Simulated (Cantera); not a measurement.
Feed: 1 mol Si(CH3)4, 0.13 mol C2H4, 84 mol H2, held at 308 Torr.

Cantera equilibrium calculation (NASA polynomials, part measured and part estimated; ideal gas, pure solids and liquids). Candidate condensed phases: C, C6H6, C7H8, C8H18, Si, SiC; 87 gas species. Gases not in the tables: Si2H6 and higher silanes. Equilibrium is a limit: real reactors are often held back by kinetics, nucleation or transport.

Over these rows the condensed part is C(graphite) + SiC(s). Partial pressures as log10 of bar:

```tsv
T (K)	1000/T (1/K)	log p C2H2 (acetylene)	log p H2
1500	0.6667	-5.43	-0.39
1650	0.6061	-4.73	-0.39
1800	0.5556	?	-0.39
1950	0.5128	-3.65	-0.39
2100	0.4762	-3.23	-0.39
2250	0.4444	-2.87	-0.39
```

### Question
Fit log p(C2H2 (acetylene)) = a + b·(1000/T) to the five rows, give the apparent enthalpy, and predict the row at 1800 K.

### Answer
Means: 1000/T = 0.5412, log p = -3.982. Sxy = -0.396220, Sxx = 0.0343641, so b = -11.53 and a = -3.982 − (-11.53)×0.5412 = 2.26.
Apparent enthalpy: −19.145 × (-11.53) = 221 kJ/mol. With the condensed phases at unit activity, 2 C(graphite) + H2(g) = C2H2 (acetylene)(g) links this pressure to the main gases: over the six rows their terms move log p by +0.00 in all, so the slope is close to that reaction's ΔH°. The five rows lie within 0.01 of the line.
Prediction at 1800 K: 2.26 + (-11.53)×0.5556 = -4.15. The computed value is -4.14, 0.01 from the line.
